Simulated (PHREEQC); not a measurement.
A PHREEQC input (ion-association model, phreeqc.dat):

```
SOLUTION 1
  temp 53
  units mg/kgw
  pH 6.31
  pe 10.4
  Na 2500
  K 418
  Ca 117
  Mg 9.28
  Cl 3510
  S(6) 992 as SO4
  Alkalinity 20
  O(0) 8.32
  Cd 107
  Br 1.62
  Zn 1.66
END
USE solution 1
EQUILIBRIUM_PHASES 1
  Quartz 0 0.5
  CO2(g) -2.5 10
END
```

The run finishes without an error or a warning.

Its last state differs from that of the intended input:

```
quantity                 as run  intended
---------------------  --------  --------
pH                         6.97      6.89
HCO3- (mol/kgw)        0.000371  0.000305
NaHCO3 (mol/kgw)        1.09e-5   8.94e-6
CaHCO3+ (mol/kgw)       5.09e-6   4.19e-6
CdOHCl (mol/kgw)        2.79e-6   2.30e-6
SI of Quartz (SiO2)       -0.00     +0.00
SI of Otavite (CdCO3)     +1.12     +0.95
```

Question: One thing in the input isn't as intended. What explains the difference?

Answer: One answer among several that fit: The fault: 'as HCO3' left off the alkalinity, which is then read as CaCO3.
